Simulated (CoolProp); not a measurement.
Vapour-liquid equilibrium of R227EA (1) + isobutene (2) at -25.95 °C; x and y are mole fractions of (1).

Model: multi-fluid Helmholtz-energy mixture model, Lemmon 2016 and Lemmon 2005; pair parameters Bell 2016, in CoolProp.

```
x     bubble pressure, mixture model (MPa)  bubble pressure, Raoult's law (MPa)  y, mixture model  y, Raoult's law
----  ------------------------------------  -----------------------------------  ----------------  ---------------
0.05                            (withheld)                              0.04621        (withheld)            0.071
0.15                               0.06677                              0.04825             0.397            0.204
0.25                               0.07239                              0.05030             0.476            0.326
0.35                               0.07520                              0.05234        (withheld)            0.439
0.45                            (withheld)                              0.05438             0.556            0.543
0.55                               0.07750                              0.05642             0.589            0.640
0.65                               0.07760                              0.05847             0.630            0.729
0.75                            (withheld)                              0.06051        (withheld)            0.813
0.85                               0.07418                              0.06255             0.771            0.892
0.95                            (withheld)                              0.06459        (withheld)            0.965
```

Q: Fill in the missing entries.

A: 
- 0.05, bubble pressure, mixture model (MPa): 0.05511
- 0.05, y, mixture model: 0.214
- 0.35, y, mixture model: 0.522
- 0.45, bubble pressure, mixture model (MPa): 0.07671
- 0.75, bubble pressure, mixture model (MPa): 0.07669
- 0.75, y, mixture model: 0.687
- 0.95, bubble pressure, mixture model (MPa): 0.06925
- 0.95, y, mixture model: 0.904

The largest gap from Raoult's law is +43.9 % in bubble pressure, at x = 0.25. y crosses x between x = 0.55 and 0.65: the model has an azeotrope there.

Pair parameters are fitted to limited data, so mixtures are less certain than the pure fluids.
